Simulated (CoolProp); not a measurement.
Vapour-liquid equilibrium of n-butane (1) + R113 (2) at 64.15 °C; x and y are mole fractions of (1).

Values from CoolProp's multi-fluid Helmholtz-energy mixture model, Bücker 2006 and Marx 1992; pair parameters Bell 2016.

```csv
x,"bubble pressure, mixture model (MPa)","bubble pressure, Raoult's law (MPa)","y, mixture model","y, Raoult's law"
0.05,0.2022,0.1968,0.191,0.179
0.15,0.2638,0.2504,0.430,0.423
0.25,0.3220,0.3039,0.575,0.580
0.35,0.3771,0.3575,0.675,0.691
0.45,0.4297,0.4110,0.749,0.772
0.55,0.4804,0.4645,0.808,0.835
0.65,0.5298,0.5181,0.857,0.885
0.75,0.5789,0.5716,0.901,0.926
0.85,0.6285,0.6252,0.942,0.959
0.95,0.6793,0.6787,0.981,0.987
```

The largest gap from Raoult's law is +6.0 % in bubble pressure, at x = 0.25. No azeotrope shows between x = 0.05 and 0.95.

The pair parameters rest on a limited set of measurements; away from them the model extrapolates.
